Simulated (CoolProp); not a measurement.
Properties of acetone at several states.

Values from CoolProp's reference Helmholtz-energy equation of state, Lemmon 2006. It is a short technical equation, of lower accuracy than the large ones.

| T (°C) | p (bar) | phase | Z | speed of sound (m/s) |
|---|---|---|---|---|
| 8.75 | 4.41 | liquid | 0.01361 | [?] |
| 148.75 | 9.99 | gas | 0.8035 | [?] |
| 49.45 | 1.47 | liquid | 0.004206 | [?] |

Problem. Complete the blanks.

Solution. 
- 8.75, speed of sound (m/s): 1242
- 148.75, speed of sound (m/s): 216.3
- 49.45, speed of sound (m/s): 1053
